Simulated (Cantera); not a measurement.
**Thermodynamics of silicon oxide and oxynitride deposition, feed SiCl4 + NO + N2**

Feed: 1 mol SiCl4, 0.17 mol NO, 3.1 mol N2, at 1273.15 K and 0.130 bar.

Equilibrium computed with Cantera from the NASA thermochemical tables; the gas is ideal and each condensed phase is pure. Candidate condensed phases: Si, SiO2, Si2N2O, Si3N4; 23 gas species. The tables hold silica as quartz up to 1696 K and as liquid above; real silica turns to tridymite and cristobalite and melts near 1996 K. Equilibrium is a limit: real reactors are often held back by kinetics, nucleation or transport.

* **x(N2)**: 0.744
* **x(SiCl4)**: 0.214
* **x(Cl2)**: 0.0371
* **x(Cl)**: 0.00519
* **x(SiCl3)**: 2.09e-6
* **n(SiO2(β-quartz))**: 0.0850 mol
* **gas amount**: 4.281 mol
* **log10 activity of Si(s) (absent)**: -17.27
